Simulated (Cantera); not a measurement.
An isothermal, constant-pressure homogeneous reactor starts with NO : N2 = 1 : 0.89 (molar parts), at 2025 K and 1.01 bar. Integrator tolerance rtol = 1e-08.

Detailed kinetics in Cantera: GRI-Mech 3.0 (53 species, 325 reactions).

Problem. What does this change do: pressure from 1.01 bar to 67.5 Torr?

Solution. 
| quantity | before | after |
|---|---|---|
| x(NO) at 20.0 s | 0.00882 (gas-phase equilibrium 0.00882) | 0.0115 (gas-phase equilibrium 0.00880) |
| x(N2) at 20.0 s | 0.731 (gas-phase equilibrium 0.731) | 0.729 (gas-phase equilibrium 0.731) |
| x(NO2) at 20.0 s | 1.63e-5 (gas-phase equilibrium 1.63e-5) | 6.33e-6 (gas-phase equilibrium 4.85e-6) |
| x(O2) at 20.0 s | 0.260 (gas-phase equilibrium 0.260) | 0.258 (gas-phase equilibrium 0.259) |
| x(N2O) at 20.0 s | 4.80e-7 (gas-phase equilibrium 4.80e-7) | 1.60e-7 (gas-phase equilibrium 1.43e-7) |
| x(O) at 20.0 s | 0.000412 (gas-phase equilibrium 0.000412) | 0.00138 (gas-phase equilibrium 0.00138) |
